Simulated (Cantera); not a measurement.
Si₃N₄ + Si + N₂ (sublimation and decomposition of ceramics)

Feed: 1 mol Si₃N₄, 0.01 mol Si, 0.029 mol N₂, held at 1.00 bar.

Equilibrium computed with Cantera from the NASA thermochemical tables; the gas is ideal and each condensed phase is pure. Candidate condensed phases: Si, Si₃N₄; 7 gas species. The tables' values for SiN are old estimates; treat these amounts as uncertain. The numbers say what is thermodynamically allowed, not how fast it happens.

| T (K) | log p N₂ | log p Si | log p SiN | log p Si₂N | log p Si₂ | log p Si₃ | n Si₃N₄(s) | n Si(l) |
|---|---|---|---|---|---|---|---|---|
| 2098 | 0.00 | -4.05 | -4.73 | -4.82 | -6.11 | -6.97 | 1.00 | 0 |
| 2148 | 0.00 | -3.66 | -4.39 | -4.32 | -5.50 | -6.20 | 1.00 | 0 |
| 2198 | 0.00 | -3.44 | -4.21 | -4.17 | -5.24 | -5.95 | 0 | 3.01 |
| 2248 | 0.00 | -3.24 | -4.05 | -4.02 | -4.99 | -5.71 | 0 | 3.01 |
| 2298 | 0.00 | -3.04 | -3.89 | -3.88 | -4.75 | -5.48 | 0 | 3.01 |
| 2348 | 0.00 | -2.85 | -3.74 | -3.75 | -4.53 | -5.26 | 0 | 3.01 |
| 2398 | 0.00 | -2.67 | -3.60 | -3.62 | -4.31 | -5.06 | 0 | 3.00 |
| 2448 | 0.00 | -2.50 | -3.46 | -3.50 | -4.10 | -4.86 | 0 | 3.00 |
| 2498 | 0.00 | -2.33 | -3.33 | -3.38 | -3.90 | -4.67 | 0 | 3.00 |
| 2548 | 0.00 | -2.17 | -3.20 | -3.27 | -3.71 | -4.48 | 0 | 2.99 |
| 2598 | -0.01 | -2.02 | -3.08 | -3.16 | -3.53 | -4.31 | 0 | 2.98 |
| 2648 | -0.01 | -1.87 | -2.96 | -3.06 | -3.35 | -4.14 | 0 | 2.97 |
log p: log10 of the partial pressure in bar; n: condensed amount in mol.

From 2098 K to 2148 K the condensed part is Si₃N₄(s). From 2198 K to 2648 K the condensed part is Si(l). The main Si-bearing gas is Si throughout.
